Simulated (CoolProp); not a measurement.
Computed with CoolProp (reference Helmholtz-energy equation of state, Span 2003). It is a short technical equation, of lower accuracy than the large ones.

Task: Give the vapour pressure (MPa), liquid density (kg/m³), enthalpy of vaporisation (kJ/kg), surface tension (mN/m) of saturated n-heptane at 344.9, 422.6 K.

Result: 
```
T (K)  p (MPa)  liquid density (kg/m³)  enthalpy of vaporisation (kJ/kg)  surface tension (mN/m)
-----  -------  ----------------------  --------------------------------  ----------------------
344.9   0.0431                     639                               335                    15.2
422.6    0.369                     562                               276                    8.12
```

Surface tension comes from a separate correlation (Mulero 2012).
